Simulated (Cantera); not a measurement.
Input: 1 mol Si3N4, 1.6 mol NF3, 17 mol H2O, at 1352 °C and 2.00 mbar.

Method: chemical equilibrium by Gibbs-energy minimisation in Cantera with the NASA 1993 tables (ideal gas, pure condensed phases). Candidate condensed phases: H2O, Si, SiO2, Si2N2O, Si3N4; 58 gas species. The tables hold silica as quartz up to 1696 K and as liquid above; real silica turns to tridymite and cristobalite and melts near 1996 K. Rates play no part.

Problem. What is the equilibrium state?

Solution. 
```json
{
  "x(H2O)": "0.495",
  "x(HF)": "0.216",
  "x(H2)": "0.162",
  "x(N2)": "0.126",
  "x(H)": "0.000635",
  "x(OH)": "8.18e-5",
  "x(SiO)": "7.81e-6",
  "x(NO)": "1.14e-6",
  "n(SiO2(β-quartz))": "3.00 mol",
  "gas_amount": "22.21 mol",
  "log10 activity of Si(s) (absent)": "-10.86"
}
```
